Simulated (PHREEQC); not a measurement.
## Copper plating or etch bath: an equilibrium model

Dissolve 0.0014 mol/kgw Cu(NO3)2, 0.00072 mol/kgw HCl and 0.008 mol/kgw H3BO3 at 25 °C. Closed to the air; pH follows from the charge balance.

Model: ion-association model, phreeqc.dat, run in PHREEQC.

Each row changes one thing in this solution. This is a speciation only: nothing precipitates in the calculation.

```tsv
case	pH	CuCl+ (mol/kgw)	CuOH+ (mol/kgw)	H2BO3- (mol/kgw)	Cu2(OH)2+2 (mol/kgw)	Cu(OH)2 (mol/kgw)
as made	3.17	2.02e-6	1.68e-8	7.39e-9	1.43e-10	4.83e-11
HCl from 0.00072 to 0.00036 mol/kgw	3.47	1.02e-6	3.37e-8	1.47e-8	5.76e-10	1.94e-10
diluted 5-fold with water	3.86	9.43e-8	1.81e-8	6.85e-9	1.54e-10	2.62e-10
Cu(NO3)2 from 0.0014 to 0.014 mol/kgw	3.21	1.33e-5	1.37e-7	9.04e-9	1.18e-8	3.78e-10
Cu(NO3)2 from 0.0014 to 0.0007 mol/kgw	3.17	1.08e-6	8.66e-9	7.16e-9	3.69e-11	2.50e-11
H3BO3 from 0.008 to 0.08 mol/kgw	3.17	2.02e-6	1.68e-8	7.39e-8	1.43e-10	4.81e-11
```
